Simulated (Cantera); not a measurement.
Transport properties of process gases

Gas mixture: 72.1 % NO, 27.9 % N2O, at 0.00500 bar, frozen composition.

Cantera's kinetic-theory transport with the Lennard-Jones parameters of GRI-Mech 3.0, ideal gas; thermal conductivity in the multicomponent form. The composition is frozen, though it would react at the higher temperatures.

| T (K) | ρ (kg/m³) | cp (J/kg/K) | μ (µPa s) | λ (mW/m/K) | Pr | D (cm²/s) H2 | D (cm²/s) N2 | D (cm²/s) H |
|---|---|---|---|---|---|---|---|---|
| 400 | 0.00510 | 988.3 | 21.9 | 30.2 | 0.715 | 245 | 63.6 | 387 |
| 550 | 0.00371 | 1044 | 27.8 | 40.4 | 0.719 | 419 | 110 | 677 |
| 700 | 0.00291 | 1097 | 33.0 | 50.2 | 0.720 | 627 | 166 | 1020 |
| 850 | 0.00240 | 1142 | 37.7 | 59.7 | 0.721 | 866 | 230 | 1420 |
| 1000 | 0.00204 | 1177 | 42.1 | 68.7 | 0.721 | 1130 | 303 | 1870 |
| 1150 | 0.00177 | 1201 | 46.2 | 77.0 | 0.721 | 1430 | 382 | 2370 |
D: mixture-averaged diffusion coefficient of that species in the mixture.
